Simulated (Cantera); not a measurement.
A freely propagating, adiabatic, planar premixed flame of 33.5 % H2, 14.0 % O2, 52.6 % N2, equivalence ratio 1.2, unburnt at 625 K and 0.819 atm; mixture-averaged transport, grid criteria slope 0.08 and curve 0.16, no radiation.

Detailed kinetics in Cantera: the H2/O2 subset of GRI-Mech 3.0, which has no nitrogen chemistry. Burning velocities carry a grid error of a few per cent, more on coarse grids.

Q: Predict: laminar burning velocity; thermal thickness; peak x(H); peak x(OH); peak x(O).

A: 
| Quantity | Value |
|---|---|
| laminar burning velocity | 874 cm/s |
| thermal thickness | 0.606 mm |
| peak x(H) | 0.0809 |
| peak x(OH) | 0.0174 |
| peak x(O) | 0.0120 |
